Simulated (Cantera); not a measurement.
A perfectly stirred reactor is fed with 3.68 % C2H4, 16.8 % O2, 63.0 % N2, 16.6 % H2O, equivalence ratio 0.66, at 5.00 bar; it is adiabatic with a 700 K inlet, and is followed from long to short residence time, starting on the burning branch (τ in s: 0.16, 0.062, 0.025, 0.0096, 0.0038, 0.0015, 0.00059, 0.00023, 9.1e-05, 3.6e-05, 1.4e-05, 5.5e-06).

Computed with Cantera and GRI-Mech 3.0 (53 species, 325 reactions). GRI-Mech 3.0 was tuned for natural gas; its chemistry of ethylene as a main component is partial and can be far from experiment.

Q: Predict: blow-out, bracketed by the residence times tried; x(C2H4) at τ = 0.160 s; x(O2) at τ = 0.160 s; x(H2O) at τ = 0.160 s; x(CO) at τ = 0.160 s; x(CO2) at τ = 0.160 s; x(C2H4) at τ = 0.590 ms; x(O2) at τ = 0.590 ms; x(H2O) at τ = 0.590 ms; x(CO) at τ = 0.590 ms; x(CO2) at τ = 0.590 ms.

A: 
```
Quantity                                                                       Value
------------------------------------------------  ----------------------------------
blow-out, bracketed by the residence times tried  burning at 36.0 µs, out at 14.0 µs
x(C2H4) at τ = 0.160 s                                                       7.03e-7
x(O2) at τ = 0.160 s                                                          0.0568
x(H2O) at τ = 0.160 s                                                          0.239
x(CO) at τ = 0.160 s                                                        0.000165
x(CO2) at τ = 0.160 s                                                         0.0735
x(C2H4) at τ = 0.590 ms                                                      6.39e-5
x(O2) at τ = 0.590 ms                                                         0.0586
x(H2O) at τ = 0.590 ms                                                         0.236
x(CO) at τ = 0.590 ms                                                        0.00347
x(CO2) at τ = 0.590 ms                                                        0.0696
```
